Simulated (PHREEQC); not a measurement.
Make-up at 35 °C: 0.0065 mol Cu(BF4)2, 0.0005 mol HCl and 0.0016 mol Na2SO4 per kg of water. Closed to the air; pH follows from the charge balance.

Equilibrium calculation in PHREEQC: ion-association model, phreeqc.dat.

This is a speciation only: nothing precipitates in the calculation.

Task: Order these S species by the share of S that they hold, largest first: CuSO4, SO4-2, NaSO4-, HSO4-.

Result: SO4-2 (66 %), CuSO4 (27 %), HSO4- (6.9 %), NaSO4- (0.62 %)

Task: Order these B species by the share of B that they hold, largest first: BF3OH-, H3BO3, BF4-, BF2(OH)2-.

Result: BF4- (79 %), H3BO3 (11 %), BF3OH- (7.4 %), BF2(OH)2- (3.0 %)

The pH is 2.87 and the ionic strength 0.0237 mol/kgw. Real BF4- forms and hydrolyses slowly; the run takes it at equilibrium.
